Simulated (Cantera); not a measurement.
Input: 1 mol acetone, 4.8 mol H₂, 1.9 mol N₂, held at 10.0 mbar.

These are equilibrium values from Cantera (NASA tables, ideal gas, pure condensed phases), not measurements of a reactor. Candidate condensed phases: C, C₆H₆, C₇H₈, C₈H₁₈, H₂O; 169 gas species. Ions and electrons are included (thermal ionisation). The feed counts by its element totals alone. Kinetics and transport are ignored.

log p: log10 of the partial pressure in bar; n: condensed amount in mol.

| T (K) | log p H | log p H₂ | log p N₂ | log p C | log p CO | log p N | log p HCN | log p C₃ | log p CN | n C(graphite) |
|---|---|---|---|---|---|---|---|---|---|---|
| 2500 | -2.73 | -2.26 | -2.83 | -6.78 | -3.07 | -7.95 | -3.69 | -6.30 | -5.40 | 1.58 |
| 2750 | -2.39 | -2.46 | -2.90 | -5.42 | -3.13 | -7.07 | -3.58 | -4.77 | -4.62 | 1.17 |
| 3000 | ___ | ___ | -3.00 | ___ | -3.21 | ___ | ___ | -3.73 | ___ | 0 |
| 3250 | -2.13 | ___ | -3.03 | ___ | -3.26 | ___ | ___ | -3.76 | ___ | 0 |
| 3500 | -2.12 | -3.77 | -3.06 | -3.37 | -3.29 | -5.18 | -4.64 | -4.07 | -3.79 | 0 |
| 3750 | -2.12 | -4.24 | -3.06 | -3.15 | -3.30 | -4.70 | -5.24 | -4.75 | -3.86 | 0 |
| 4000 | -2.12 | -4.64 | -3.07 | -3.08 | -3.31 | -4.28 | -5.87 | -5.68 | -4.02 | 0 |
| 4250 | -2.12 | -5.00 | -3.08 | -3.05 | -3.31 | -3.92 | -6.47 | -6.63 | -4.21 | 0 |
| 4500 | -2.12 | -5.32 | -3.11 | -3.03 | -3.32 | -3.60 | -7.03 | -7.51 | -4.41 | 0 |
| 4750 | -2.13 | -5.62 | -3.18 | -3.03 | -3.33 | -3.34 | -7.56 | -8.31 | -4.60 | 0 |
| 5000 | -2.14 | -5.89 | -3.29 | -3.02 | -3.38 | -3.13 | -8.06 | -9.01 | -4.80 | 0 |

### Question
What belongs in the gaps?

### Answer

- 3250, log p H₂: -3.28
- 3250, log p C: -3.78
- 3250, log p N: -5.73
- 3250, log p HCN: -4.12
- 3250, log p CN: -3.87
- 3000, log p H: -2.21
- 3000, log p H₂: -2.82
- 3000, log p C: -4.37
- 3000, log p N: -6.36
- 3000, log p HCN: -3.68
- 3000, log p CN: -4.06
